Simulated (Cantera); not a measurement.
Gas mixture: CO = 0.67 (molar parts), at 100000 Pa, frozen composition.

Cantera's kinetic-theory transport with the Lennard-Jones parameters of GRI-Mech 3.0, ideal gas; thermal conductivity in the mixture-averaged form.

D: mixture-averaged diffusion coefficient of that species in the mixture.

```csv
T (K),ρ (kg/m³),cp (J/kg/K),μ (µPa s),λ (mW/m/K),Pr,D (cm²/s) H,D (cm²/s) CH4,D (cm²/s) NH3
400,0.842,1049,22.0,(withheld),0.726,2.04,0.375,0.383
600,0.561,1086,29.1,(withheld),0.715,4.10,0.755,0.805
800,0.421,1139,35.2,(withheld),0.715,6.68,1.23,1.34
1000,0.337,1184,40.8,(withheld),0.715,9.72,1.79,1.97
1200,0.281,1219,45.9,(withheld),0.715,13.2,2.42,2.69
1400,0.241,1246,50.8,(withheld),0.714,17.0,3.13,3.50
```

Task: Complete the blanks.

Result: 
- 400, λ (mW/m/K): 31.7
- 600, λ (mW/m/K): 44.2
- 800, λ (mW/m/K): 56.1
- 1000, λ (mW/m/K): 67.5
- 1200, λ (mW/m/K): 78.3
- 1400, λ (mW/m/K): 88.6
